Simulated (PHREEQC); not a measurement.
A solution holds 8.6 mmol/kgw H2SO4 and 0.072 mmol/kgw H3BO3, at 45 °C. Closed to the air; pH follows from the charge balance.

The numbers come from PHREEQC with the ion-association model, wateq4f.dat.

Precipitation was switched off in this run.

Problem. Estimate the pH.

Solution. pH 1.95.

Problem. In which forms is S present?

Solution. HSO4- 54 %, SO4-2 46 % of the S.

Constants without temperature data keep their 25 °C values here.
